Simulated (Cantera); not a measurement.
An isothermal, constant-pressure homogeneous reactor starts with NO : N2 = 1 : 4.7 (molar parts), at 1900 K and 10.00 Torr. Integrator tolerance rtol = 1e-08.

Detailed kinetics in Cantera: GRI-Mech 3.0 (53 species, 325 reactions). Radical loss at walls, strong at low pressure, is not modelled.

Q: What does this change do: pressure from 10.00 Torr to 27.0 Torr?

A: 
| quantity | before | after |
|---|---|---|
| x(NO) at 5.00 s | 0.170 (gas-phase equilibrium 0.00394) | 0.163 (gas-phase equilibrium 0.00395) |
| x(N2O) at 5.00 s | 1.10e-5 (gas-phase equilibrium 2.78e-8) | 1.05e-5 (gas-phase equilibrium 4.57e-8) |
| x(NO2) at 5.00 s | 5.27e-6 (gas-phase equilibrium 5.97e-7) | 1.17e-5 (gas-phase equilibrium 9.82e-7) |
| x(N2) at 5.00 s | 0.827 (gas-phase equilibrium 0.910) | 0.831 (gas-phase equilibrium 0.910) |
| x(O) at 5.00 s | 0.000213 (gas-phase equilibrium 0.000759) | 0.000155 (gas-phase equilibrium 0.000462) |
| x(O2) at 5.00 s | 0.00274 (gas-phase equilibrium 0.0853) | 0.00602 (gas-phase equilibrium 0.0855) |

Q: What does this change do: N2 4.7 to 0.62 parts?

A: 
```csv
quantity,before,after
x(NO) at 5.00 s,0.170 (gas-phase equilibrium 0.00394),0.563 (gas-phase equilibrium 0.00648)
x(N2O) at 5.00 s,1.10e-5 (gas-phase equilibrium 2.78e-8),9.89e-5 (gas-phase equilibrium 3.96e-8)
x(NO2) at 5.00 s,5.27e-6 (gas-phase equilibrium 5.97e-7),4.47e-5 (gas-phase equilibrium 1.85e-6)
x(N2) at 5.00 s,0.827 (gas-phase equilibrium 0.910),0.410 (gas-phase equilibrium 0.688)
x(O) at 5.00 s,0.000213 (gas-phase equilibrium 0.000759),0.000558 (gas-phase equilibrium 0.00143)
x(O2) at 5.00 s,0.00274 (gas-phase equilibrium 0.0853),0.0269 (gas-phase equilibrium 0.304)
```
